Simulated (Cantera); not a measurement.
A closed system holds: 1 mol AlBr₃, 3.8 mol N₂O, 180 mol N₂, equilibrated at 16.0 mbar.

Equilibrium computed with Cantera from the NASA thermochemical tables; the gas is ideal and each condensed phase is pure. Candidate condensed phases: Al, AlBr₃, AlN, Al₂O₃, Br₂; 21 gas species. Rates play no part.

x: gas mole fraction; n: condensed amount in mol.

```csv
T (K),x N₂,x Br,x Br₂,x O₂,x NO,x O,n Al₂O₃(s)
775,0.986,0.000133,0.00798,0.00617,2.47e-7,<1e-12,0.500
925,0.985,[?],[?],0.00616,[?],[?],0.500
1075,0.982,0.00696,0.00454,0.00614,1.29e-5,8.12e-10,0.500
1225,0.979,[?],[?],0.00610,[?],[?],0.500
1375,0.978,0.0156,0.000185,0.00606,0.000119,3.92e-7,0.500
1525,0.978,0.0159,3.48e-5,0.00599,0.000260,3.46e-6,0.500
1675,0.978,0.0159,8.55e-6,0.00586,0.000490,2.07e-5,0.500
1825,0.977,0.0160,2.62e-6,0.00566,0.000826,9.14e-5,0.500
```

Task: What belongs in the gaps?

Result: 
- 925, x Br: 0.00149
- 925, x Br₂: 0.00729
- 925, x NO: 2.46e-6
- 925, x O: 8.31e-12
- 1225, x Br: 0.0136
- 1225, x Br₂: 0.00118
- 1225, x NO: 4.48e-5
- 1225, x O: 2.60e-8
